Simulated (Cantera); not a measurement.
A closed system holds: 1 mol SiH2Cl2, 6.4 mol N2O, 1.3 mol H2, 0.76 mol HCl, equilibrated at 13300 Pa.

Equilibrium computed with Cantera from the NASA thermochemical tables; the gas is ideal and each condensed phase is pure. Candidate condensed phases: H2O, NH4Cl, Si, SiO2, Si2N2O, Si3N4; 47 gas species. The tables hold silica as quartz up to 1696 K and as liquid above; real silica turns to tridymite and cristobalite and melts near 1996 K. Gases not in the tables: Si(OH)4. Rates play no part.

Question: Which condensed phases are stable at each of these points (T (K)): 725, 825, 925, 1025, 1125, 1225, 1325, 1425, 1525, 1625, 1725, 1825, 1925, 2025?

Answer: 
| T (K) | condensed phases | Si condensed (%) |
|---|---|---|
| 725 | SiO2(α-quartz) | 100.0 |
| 825 | SiO2(α-quartz) | 100.0 |
| 925 | SiO2(β-quartz) | 100.0 |
| 1025 | SiO2(β-quartz) | 100.0 |
| 1125 | SiO2(β-quartz) | 100.0 |
| 1225 | SiO2(β-quartz) | 100.0 |
| 1325 | SiO2(β-quartz) | 100.0 |
| 1425 | SiO2(β-quartz) | 100.0 |
| 1525 | SiO2(β-quartz) | 100.0 |
| 1625 | SiO2(β-quartz) | 100.0 |
| 1725 | SiO2(condensed) | 100.0 |
| 1825 | SiO2(condensed) | 100.0 |
| 1925 | SiO2(condensed) | 100.0 |
| 2025 | SiO2(l) | 100.0 |

From 725 K to 825 K the condensed part is SiO2(α-quartz). From 925 K to 1625 K the condensed part is SiO2(β-quartz). From 1725 K to 1925 K the condensed part is SiO2(condensed). At 2025 K the condensed part is SiO2(l).
